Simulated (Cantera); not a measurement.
Carbothermic reduction: Cu2O + CO + H2

Input: 1 mol Cu2O, 15 mol CO, 0.93 mol H2, at 1750 K and 1.33 mbar.

Cantera equilibrium calculation (NASA polynomials, part measured and part estimated; ideal gas, pure solids and liquids). Candidate condensed phases: C, C6H6, C7H8, C8H18, Cu, CuO, Cu(OH)2, Cu2O, H2O; 113 gas species. The numbers say what is thermodynamically allowed, not how fast it happens.

```yaml
x(CO): 0.789
x(Cu): 0.111
x(CO2): 0.0467
x(H2): 0.0421
x(H2O): 0.00903
x(H): 0.00131
x(Cu2): 8.49e-5
x(OH): 1.64e-5
gas_amount: 17.94 mol
log10 activity of Cu(l) (absent): -0.30
log10 activity of C(graphite) (absent): -5.74
```
